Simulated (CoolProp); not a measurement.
A simple Rankine cycle with R21: condensing at 333.15 K, boiler at 1.71 MPa, turbine inlet 390.8 K, turbine efficiency 0.75, pump efficiency 0.7, no recuperator. Each further row changes one setting.

The numbers come from the reference Helmholtz-energy equation of state, Platzer 1990 in CoolProp. This equation is an older, rougher fit; its heat capacities, sound speeds and derivatives of the liquid may be far off and weren't checked against measurements.

```csv
case,thermal efficiency (%),net work (kJ/kg),heat in (kJ/kg),turbine exit temperature (K),volume ratio over the turbine
as stated,8.8,20.1,229,335.0,…
turbine inlet 410.8 K,9.0,22.2,247,356.6,…
condensing temperature 325.15 K,…,23.8,238,326.5,…
boiler pressure 1.2 MPa,…,15.6,239,354.3,2.24
turbine efficiency 0.65,…,17.2,229,…,…
```

Task: Some entries are withheld; supply them.

Result: 
- as stated, volume ratio over the turbine: 3.24
- turbine inlet 410.8 K, volume ratio over the turbine: 3.18
- condensing temperature 325.15 K, thermal efficiency (%): 10.0
- condensing temperature 325.15 K, volume ratio over the turbine: 3.99
- boiler pressure 1.2 MPa, thermal efficiency (%): 6.5
- turbine efficiency 0.65, thermal efficiency (%): 7.5
- turbine efficiency 0.65, turbine exit temperature (K): 338.9
- turbine efficiency 0.65, volume ratio over the turbine: 3.30
